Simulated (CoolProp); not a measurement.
Vapour-liquid equilibrium of methanol (1) + benzene (2) at 19.9 bar; x and y are mole fractions of (1).

Model: multi-fluid Helmholtz-energy mixture model, de Reuck 1993 and Thol 2012; pair parameters Bell 2016, in CoolProp.

```csv
x,"bubble temperature, mixture model (°C)","bubble temperature, Raoult's law (°C)","y, mixture model","y, Raoult's law"
0.05,206.8,215.0,0.178,0.133
0.125,192.8,207.3,0.348,0.290
0.2,…,201.0,0.450,0.412
0.275,178.9,195.6,0.517,0.512
0.35,175.2,190.9,0.567,0.595
0.425,172.6,186.8,0.608,0.666
0.5,170.5,183.1,0.646,0.727
0.575,…,179.8,…,0.781
0.65,167.6,176.8,0.724,0.829
0.725,166.6,174.0,0.769,0.872
0.8,165.9,171.4,0.821,0.911
0.875,165.5,169.1,0.881,0.947
0.95,165.4,166.9,0.950,0.980
```

Complete the blanks.


- 0.2, bubble temperature, mixture model (°C): 184.4
- 0.575, bubble temperature, mixture model (°C): 168.9
- 0.575, y, mixture model: 0.684

The largest gap from Raoult's law is -16.7 K in bubble temperature, at x = 0.275. y crosses x between x = 0.875 and 0.95: the model has an azeotrope there.

Pair parameters are fitted to limited data, so mixtures are less certain than the pure fluids.
